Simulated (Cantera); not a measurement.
A Cantera script and what it prints.

```python
import numpy as np
import cantera as ct

gas_names = """
    F F2 N NF NF2 NF3 N2 Si SiF SiF2 SiF3 SiF4 SiN Si2 Si2N Si3
""".split()
cond_names = """
    Si(cr) Si(L) Si3N4(a)
""".split()


# ... load() reads the species with a 1 bar reference pressure and builds the phases ...
atoms = {
    'SiF4': {'Si': 1, 'F': 4},
    'N2': {'N': 2},
}
top_T = {'Si3N4(a)': 2400}  # K; cautious upper limits of use, not melting points


# ... equilibrate(T, P, feed) seeds the gas with the atoms and calls Mixture.equilibrate('TP', solver="vcs", rtol=1e-11, max_steps=5000) ...
results = []
feed = {'SiF4': 1, 'N2': 24}  # mol
P = 60  # Pa
for T in [773, 873, 973, 1073, 1173, 1273, 1373, 1473, 1573, 1673, 1773, 1873, 1973]:
    mix = equilibrate(T, P, feed)
    results.append((T, P, feed, dict(zip(mix.species_names, mix.species_moles))))
    x = sorted(zip(gas.X, gas.species_names), reverse=True)
    print(f"T = {T:g} K  P = {P:g} Pa  gas = {mix.phase_moles(0):.4g} mol")
    print("   x: " + "  ".join(f"{s} {v:.3e}" for v, s in x if v > 0.001))
    print("   condensed (mol): " + ("  ".join(f"{mix.phase(i).name} {mix.phase_moles(i):.4g}"
          for i in range(1, mix.n_phases) if mix.phase_moles(i) > 1e-12) or "none"))
```

It prints:

```
T = 773 K  P = 60 Pa  gas = 25 mol
   x: N2 9.600e-01  SiF4 4.000e-02
   condensed (mol): none
T = 873 K  P = 60 Pa  gas = 25 mol
   x: N2 9.600e-01  SiF4 4.000e-02
   condensed (mol): none
T = 973 K  P = 60 Pa  gas = 25 mol
   x: N2 9.600e-01  SiF4 4.000e-02
   condensed (mol): none
T = 1073 K  P = 60 Pa  gas = 25 mol
   x: N2 9.600e-01  SiF4 4.000e-02
   condensed (mol): none
T = 1173 K  P = 60 Pa  gas = 25 mol
   x: N2 9.600e-01  SiF4 4.000e-02
   condensed (mol): none
T = 1273 K  P = 60 Pa  gas = 25 mol
   x: N2 9.600e-01  SiF4 4.000e-02
   condensed (mol): none
T = 1373 K  P = 60 Pa  gas = 25 mol
   x: N2 9.600e-01  SiF4 4.000e-02
   condensed (mol): none
T = 1473 K  P = 60 Pa  gas = 25 mol
   x: N2 9.600e-01  SiF4 4.000e-02
   condensed (mol): none
T = 1573 K  P = 60 Pa  gas = 25 mol
   x: N2 9.600e-01  SiF4 3.999e-02
   condensed (mol): none
T = 1673 K  P = 60 Pa  gas = 25 mol
   x: N2 9.600e-01  SiF4 3.996e-02
   condensed (mol): none
T = 1773 K  P = 60 Pa  gas = 25 mol
   x: N2 9.599e-01  SiF4 3.986e-02
   condensed (mol): none
T = 1873 K  P = 60 Pa  gas = 25.01 mol
   x: N2 9.596e-01  SiF4 3.957e-02
   condensed (mol): none
T = 1973 K  P = 60 Pa  gas = 25.03 mol
   x: N2 9.589e-01  SiF4 3.885e-02  F 1.112e-03  SiF3 1.093e-03
   condensed (mol): none
```

Cantera equilibrium calculation (NASA polynomials, part measured and part estimated; ideal gas, pure solids and liquids). The tables' values for SiF3 are old estimates; treat these amounts as uncertain.
